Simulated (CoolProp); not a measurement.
Saturation properties of n-undecane (Tc = 638.8 K, pc = 19.90 bar, ω = 0.539).

Computed with CoolProp (reference Helmholtz-energy equation of state, Aleksandrov 2011). It is a short technical equation, of lower accuracy than the large ones.

```tsv
T (K)	p (bar)	liquid density (kg/m³)	vapour density (kg/m³)	liquid cp (kJ/(kg K))	surface tension (mN/m)
368.5	0.03602	…	0.1850	2.470	17.9
393.2	0.1001	663.2	…	2.569	15.7
418	0.2399	643.2	1.108	2.670	13.7
442.7	0.5080	622.5	2.254	2.772	11.7
467.5	0.9781	600.6	4.217	2.876	9.78
492.2	1.735	577.4	7.363	2.983	7.97
517	2.892	552.2	…	3.097	6.24
541.7	4.564	524.3	19.69	…	4.63
```

Some entries are withheld; supply them.


- 368.5, liquid density (kg/m³): 682.6
- 393.2, vapour density (kg/m³): 0.4853
- 517, vapour density (kg/m³): 12.26
- 541.7, liquid cp (kJ/(kg K)): 3.221

It boils at 468.9 K under 1 atm.

Surface tension comes from a separate correlation (Mulero 2014).
